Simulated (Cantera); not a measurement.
# MgO + SO2 + H2O (roasting and sulfation)

Charge: 1 mol MgO, 0.55 mol SO2, 3.6 mol H2O, at 1 atm.

Cantera equilibrium calculation (NASA polynomials, part measured and part estimated; ideal gas, pure solids and liquids). Candidate condensed phases: H2O, H2SO4, Mg, MgO, Mg(OH)2, MgS, MgSO4, S; 26 gas species. Gases not in the tables: S3 to S7. Kinetics and transport are ignored.

From 400 °C to 600 °C the condensed part is MgO(s) + MgSO4(s). From 700 °C to 1700 °C the condensed part is MgO(s).

| T (°C) | x H2O | x SO2 | x H2S | x H2 | n MgO(s) | n MgSO4(s) |
|---|---|---|---|---|---|---|
| 400 | 0.960 | 0.00198 | 0.0374 | 0.000143 | 0.593 | 0.407 |
| 500 | 0.918 | 0.0627 | 0.0185 | 0.000187 | 0.770 | 0.230 |
| 600 | 0.867 | 0.132 | 5.56e-6 | 3.48e-5 | 1.000 | 0.000216 |
| 700 | 0.867 | 0.133 | 9.56e-10 | 5.53e-6 | 1.000 | 0 |
| 800 | 0.867 | 0.133 | 2.10e-10 | 7.88e-6 | 1.00 | 0 |
| 900 | 0.867 | 0.133 | 2.18e-10 | 1.64e-5 | 1.00 | 0 |
| 1000 | 0.867 | 0.133 | 2.67e-10 | 3.22e-5 | 1.00 | 0 |
| 1100 | 0.867 | 0.132 | 5.21e-10 | 6.80e-5 | 1.00 | 0 |
| 1200 | 0.867 | 0.132 | 1.58e-9 | 0.000155 | 1.00 | 0 |
| 1300 | 0.867 | 0.132 | 5.38e-9 | 0.000347 | 1.000 | 0 |
| 1400 | 0.866 | 0.132 | 1.74e-8 | 0.000729 | 1.000 | 0 |
| 1500 | 0.865 | 0.132 | 5.10e-8 | 0.00143 | 1.000 | 0 |
| 1600 | 0.863 | 0.132 | 1.35e-7 | 0.00261 | 1.000 | 0 |
| 1700 | 0.860 | 0.132 | 3.25e-7 | 0.00448 | 1.000 | 0 |
x: gas mole fraction; n: condensed amount in mol.
